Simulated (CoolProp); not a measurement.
Vapour-liquid equilibrium of methanol (1) + toluene (2) at 145 kPa; x and y are mole fractions of (1).

The numbers come from the multi-fluid Helmholtz-energy mixture model, de Reuck 1993 and Lemmon 2006; pair parameters Bell 2016 in CoolProp.

```json
[
 {"x": "0.05", "bubble temperature (K)": "370.3", "y at the bubble point": "0.531", "dew temperature at overall composition x (K)": "394.8", "liquid density (mol/L)": "8.860"},
 {"x": "0.125", "bubble temperature (K)": "356.2", "y at the bubble point": "0.711", "dew temperature at overall composition x (K)": "391.5", "liquid density (mol/L)": "9.456"},
 {"x": "0.2", "bubble temperature (K)": "351.5", "y at the bubble point": "0.759", "dew temperature at overall composition x (K)": "388.2", "liquid density (mol/L)": "10.00"},
 {"x": "0.275", "bubble temperature (K)": "349.8", "y at the bubble point": "0.776", "dew temperature at overall composition x (K)": "384.7", "liquid density (mol/L)": "10.58"},
 {"x": "0.35", "bubble temperature (K)": "349.2", "y at the bubble point": "0.783", "dew temperature at overall composition x (K)": "380.9", "liquid density (mol/L)": "11.22"},
 {"x": "0.425", "bubble temperature (K)": "349.0", "y at the bubble point": "0.786", "dew temperature at overall composition x (K)": "376.8", "liquid density (mol/L)": "11.93"},
 {"x": "0.5", "bubble temperature (K)": "348.8", "y at the bubble point": "0.789", "dew temperature at overall composition x (K)": "372.3", "liquid density (mol/L)": "12.75"},
 {"x": "0.575", "bubble temperature (K)": "348.5", "y at the bubble point": "0.794", "dew temperature at overall composition x (K)": "367.3", "liquid density (mol/L)": "13.69"},
 {"x": "0.65", "bubble temperature (K)": "348.2", "y at the bubble point": "0.804", "dew temperature at overall composition x (K)": "361.5", "liquid density (mol/L)": "14.79"},
 {"x": "0.725", "bubble temperature (K)": "347.7", "y at the bubble point": "0.821", "dew temperature at overall composition x (K)": "354.9", "liquid density (mol/L)": "16.06"},
 {"x": "0.8", "bubble temperature (K)": "347.3", "y at the bubble point": "0.848", "dew temperature at overall composition x (K)": "348.3", "liquid density (mol/L)": "17.56"},
 {"x": "0.875", "bubble temperature (K)": "347.0", "y at the bubble point": "0.890", "dew temperature at overall composition x (K)": "347.1", "liquid density (mol/L)": "19.32"},
 {"x": "0.95", "bubble temperature (K)": "346.9", "y at the bubble point": "0.949", "dew temperature at overall composition x (K)": "346.9", "liquid density (mol/L)": "21.43"}
]
```

y crosses x between x = 0.875 and 0.95: the model has an azeotrope there.

The pair parameters rest on a limited set of measurements; away from them the model extrapolates. With so large a gap from Raoult's law the liquid may split in two, which this calculation doesn't test in full.
